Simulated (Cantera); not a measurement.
# Chemical vapour transport: B + H2O + O2

Charge: 1 mol B, 0.62 mol H2O, 0.33 mol O2, held at 0.990 bar.

Equilibrium computed with Cantera from the NASA thermochemical tables; the gas is ideal and each condensed phase is pure. Candidate condensed phases: B, B2O3, B3O3H3, H2O; 23 gas species. Mutual solubility and eutectic melting of coexisting phases are not modelled. The tables' values for BH2 are old estimates; treat these amounts as uncertain. Gases not in the tables: B2H6 and higher boranes. Rates play no part.

From 1000 K to 1650 K the condensed part is B(s) + B2O3(l). The main B-bearing gas is B3O3H3 throughout. The share of B in condensed phases is highest at 1000 K (98.9 %) and lowest at 1650 K (97.6 %).

```tsv
T (K)	x H2	x HBO	x B3O3H3	x B2O2	x HBO2	x B2O3	x H	x H2O	n B(s)	n B2O3(l)
1000	0.994	9.14e-7	0.00599	4.94e-11	3.81e-9	3.38e-12	2.27e-9	2.09e-8	0.143	0.423
1050	0.994	3.03e-6	0.00626	4.02e-10	1.65e-8	3.29e-11	8.13e-9	5.35e-8	0.143	0.423
1100	0.994	8.96e-6	0.00648	2.68e-9	6.20e-8	2.58e-10	2.59e-8	1.25e-7	0.143	0.423
1150	0.993	2.40e-5	0.00664	1.51e-8	2.07e-7	1.68e-9	7.47e-8	2.72e-7	0.143	0.423
1200	0.993	5.92e-5	0.00675	7.32e-8	6.20e-7	9.29e-9	1.98e-7	5.50e-7	0.142	0.422
1250	0.993	0.000135	0.00683	3.11e-7	1.69e-6	4.45e-8	4.84e-7	1.05e-6	0.142	0.422
1300	0.993	0.000289	0.00686	1.18e-6	4.27e-6	1.88e-7	1.11e-6	1.90e-6	0.142	0.422
1350	0.993	0.000584	0.00687	4.02e-6	1.00e-5	7.10e-7	2.39e-6	3.30e-6	0.142	0.422
1400	0.992	0.00112	0.00685	1.26e-5	2.20e-5	2.43e-6	4.87e-6	5.47e-6	0.142	0.422
1450	0.991	0.00204	0.00681	3.61e-5	4.56e-5	7.59e-6	9.46e-6	8.76e-6	0.142	0.422
1500	0.989	0.00358	0.00675	9.63e-5	8.97e-5	2.19e-5	1.76e-5	1.36e-5	0.142	0.422
1550	0.987	0.00603	0.00666	0.000241	0.000169	5.89e-5	3.14e-5	2.03e-5	0.141	0.421
1600	0.982	0.00981	0.00655	0.000566	0.000303	0.000148	5.42e-5	2.97e-5	0.140	0.420
1650	0.976	0.0155	0.00640	0.00126	0.000525	0.000351	9.02e-5	4.22e-5	0.139	0.418
```
x: gas mole fraction; n: condensed amount in mol.
